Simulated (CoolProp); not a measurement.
Chlorine at 279.37 K and 0.316 MPa is throttled through a valve to 0.142 MPa with no heat exchange. Each further row changes one setting.

Computed with CoolProp (reference Helmholtz-energy equation of state, Thol 2021).

```tsv
case	temperature change (K)	final density (kg/m³)
as stated	-6.3	…
outlet pressure 0.0426 MPa	…	…
outlet pressure 0.185 MPa	…	…
```

Task: Complete the blanks.

Result: 
- as stated, final density (kg/m³): 4.54
- outlet pressure 0.0426 MPa, temperature change (K): -10.0
- outlet pressure 0.0426 MPa, final density (kg/m³): 1.36
- outlet pressure 0.185 MPa, temperature change (K): -4.7
- outlet pressure 0.185 MPa, final density (kg/m³): 5.93
